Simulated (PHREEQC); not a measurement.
# Arsenic or selenium liquor

Make-up at 25 °C: 0.085 mol/kgw Na2HAsO4, 0.26 mol/kgw H3PO4 and 0.18 mol/kgw CuSO4. Closed to the air; pH follows from the charge balance.

Model: ion-association model, wateq4f.dat, run in PHREEQC.

The pH is 2.11 and the ionic strength comes out as 0.572 mol/kgw. The activity of water is 0.986 and the total alkalinity is -175 meq/kg.

```tsv
species	molality	activity	log γ
Na+	0.158	0.111	-0.151
H2PO4-	0.155	0.106	-0.165
Cu+2	0.109	0.0261	-0.620
H3PO4	0.105	0.120	0.057
SO4-2	0.0787	0.0153	-0.711
CuSO4	0.0714	0.0815	0.057
H2AsO4-	0.0427	0.0315	-0.132
H3AsO4	0.0423	0.0483	0.057
HSO4-	0.0174	0.0114	-0.182
NaSO4-	0.0125	0.00854	-0.165
H+	0.0101	0.00769	-0.119
HPO4-2	4.17e-6	8.56e-7	-0.688
```

No solid was allowed to form. Complexes and solids missing from the database can't appear. H3PO4, which wateq4f.dat lacks, is added to it with the constant of phreeqc.dat. The database has no phosphate complexes of Cu. The database has no arsenate complexes of Cu.
